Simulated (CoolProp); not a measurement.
The numbers come from the reference Helmholtz-energy equation of state, Lemmon 2004 in CoolProp. It is a short technical equation, of lower accuracy than the large ones.

Question: Give the vapour pressure (MPa), liquid density (kg/m³), vapour density (kg/m³), liquid viscosity (µPa s) of saturated n-dodecane at 393.8, 413.7 K.

Answer: 
| T (K) | p (MPa) | liquid density (kg/m³) | vapour density (kg/m³) | liquid viscosity (µPa s) |
|---|---|---|---|---|
| 393.8 | 0.00505 | 674 | 0.265 | 417 |
| 413.7 | 0.0109 | 659 | 0.548 | 351 |

Viscosity comes from a separate model (Huber 2004).
